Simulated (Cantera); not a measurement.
Charge: 1 mol V2O3, 1200 mol H2, 0.51 mol N2, held at 825 °C and 26.3 Torr.

Method: chemical equilibrium by Gibbs-energy minimisation in Cantera with the NASA 1993 tables (ideal gas, pure condensed phases). Candidate condensed phases: H2O, V, VN, VO, V2O3, V2O4, V2O5; 28 gas species. Mutual solubility and eutectic melting of coexisting phases are not modelled. VN: taken at fixed stoichiometry. Condensed phases not in the tables: the oxides between V2O3 and V2O5 other than VO2, V2N. Equilibrium is a limit: real reactors are often held back by kinetics, nucleation or transport.

Base state: H2 0.999, N2 0.000358, H2O 0.000200 (mole fractions); condensed: VN(s) + V2O3(s).

Question: What changes in the equilibrium state with this change: temperature from 825 °C to 1800 °C?

Answer: 
```
species         before     after
------------  --------  --------
H2               0.999     0.984
H              1.32e-7    0.0139
H2O           0.000200  0.000895
VO               <1e-9  0.000162
V                <1e-9   9.72e-5
VO2              <1e-9   2.73e-5
N2            0.000358  0.000422
VN(s), mol       0.160         0
V2O3(s), mol     0.920         0
VO(l), mol           0      1.65
```
VO: taken at fixed stoichiometry.

Question: What changes in the equilibrium state with this change: V2O3 replaced by Cr2O3?

Answer: 
| species | before | after |
|---|---|---|
| H2 | 0.999 | 1.000 |
| N2 | 0.000358 | 0.000425 |
| H2O | 0.000200 | 3.19e-5 |
| VN(s), mol | 0.160 | 0 |
| V2O3(s), mol | 0.920 | 0 |
| Cr(s), mol | 0 | 0.0256 |
| Cr2O3(s), mol | 0 | 0.987 |
Further candidate phases: Cr, CrN, Cr2N, Cr2O3.
